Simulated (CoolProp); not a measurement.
Vapour-liquid equilibrium of dimethyl carbonate (1) + n-nonane (2) at 413.4 K; x and y are mole fractions of (1).

Values from CoolProp's multi-fluid Helmholtz-energy mixture model, Zhou 2011 and Lemmon 2006; pair parameters Bell 2016.

| x | bubble pressure (MPa) | y at the bubble point | dew pressure at overall composition x (MPa) | liquid density (mol/L) |
|---|---|---|---|---|
| 0.05 | 0.1153 | 0.360 | 0.07988 | 4.948 |
| 0.15 | 0.1855 | 0.629 | 0.08875 | 5.218 |
| 0.25 | 0.2410 | 0.735 | 0.09975 | 5.518 |
| 0.35 | 0.2821 | ? | 0.1138 | 5.854 |
| 0.45 | 0.3116 | 0.824 | ? | 6.237 |
| 0.55 | 0.3331 | 0.848 | 0.1576 | 6.680 |
| 0.65 | 0.3502 | 0.869 | 0.1944 | 7.198 |
| 0.75 | 0.3653 | 0.892 | 0.2512 | 7.813 |
| 0.85 | 0.3801 | 0.921 | 0.3347 | 8.553 |
| 0.95 | 0.3941 | 0.967 | 0.3899 | ? |

What belongs in the gaps?


- 0.35, y at the bubble point: 0.790
- 0.45, dew pressure at overall composition x (MPa): 0.1322
- 0.95, liquid density (mol/L): 9.453

No azeotrope shows between x = 0.05 and 0.95.

The pair parameters rest on a limited set of measurements; away from them the model extrapolates. With so large a gap from Raoult's law the liquid may split in two, which this calculation doesn't test in full.
